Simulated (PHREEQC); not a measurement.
## Acid rinse or clean: an equilibrium model

Consider water at 30 °C and 300 atm with 64 mmol/kgw HNO3, 47 mmol/kgw AlCl3 and 0.31 mmol/kgw CuCl2. Closed to the air; pH follows from the charge balance.

Computed with PHREEQC (ion-association model, phreeqc.dat).

This is a speciation only: nothing precipitates in the calculation.

### Question
What pH, specific conductance does the model give?

### Answer
pH 1.30; specific conductance 35600 µS/cm.

### Question
In which forms is Cu present?

### Answer
Cu+2 88 %, CuCl+ 11 % of the Cu.

Complexes and solids missing from the database can't appear. Under pressure, the constants of complexes without a molar volume in the database are unreliable.
